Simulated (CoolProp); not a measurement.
CHF3 (R23) along the isotherm 274.6 K: fugacity coefficient from the reference equation and from simpler models built on Tc = 299.3 K, pc = 48.32 bar, ω = 0.263; each cubic takes its own stable root.

Values from CoolProp's reference Helmholtz-energy equation of state, Penoncello 2003.

```tsv
p (bar)	phase	reference
7.55	gas	0.9246
15.1	gas	0.8501
22.6	gas	0.7757
30.2	liquid	0.6452
37.7	liquid	0.5284
45.3	liquid	0.4496
52.8	liquid	0.3942
60.4	liquid	0.3521
67.9	liquid	0.3200
75.5	liquid	0.2940
83	liquid	0.2730
90.6	liquid	0.2555
98.1	liquid	0.2408
106	liquid	0.2278
113	liquid	0.2178
121	liquid	0.2078
```

**Question.** How far does each simpler model (van der Waals, Redlich-Kwong, Soave-Redlich-Kwong) lie from the reference over these 16 states: mean and median of the absolute difference, and the worst?

**Answer.** 
- van der Waals: mean 31.3 %, median 35.4 %, worst +49.0 % at 274.6 K and 121 bar
- Redlich-Kwong: mean 13.0 %, median 14.8 %, worst +19.0 % at 274.6 K and 121 bar
- Soave-Redlich-Kwong: mean 6.0 %, median 6.4 %, worst +9.8 % at 274.6 K and 121 bar

At some of these states van der Waals gives the other phase, because its saturation line lies elsewhere.
